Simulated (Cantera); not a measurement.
Mixture: CH4 : C2H6 : C3H8 : O2 : N2 = 1 : 0.16 : 0.95 : 3.41 : 12.8 (molar parts), at 383 Torr, adiabatic and at constant volume. Ignition delay is the time to a rise of 400 K.

Detailed kinetics in Cantera: GRI-Mech 3.0 (53 species, 325 reactions). GRI-Mech 3.0 was tuned for natural gas; its chemistry of propane as a main component is partial and can be far from experiment.

Predict: delay at 1300 K; delay at 1350 K; delay at 1400 K; delay at 1450 K; delay at 1500 K; delay at 1550 K; delay at 1600 K; apparent activation energy between 1500 and 1600 K.


| Quantity | Result |
|---|---|
| delay at 1300 K | 1.34 ms |
| delay at 1350 K | 0.672 ms |
| delay at 1400 K | 0.369 ms |
| delay at 1450 K | 0.219 ms |
| delay at 1500 K | 0.139 ms |
| delay at 1550 K | 94.3 µs |
| delay at 1600 K | 67.1 µs |
| apparent activation energy between 1500 and 1600 K | 150 kJ/mol |
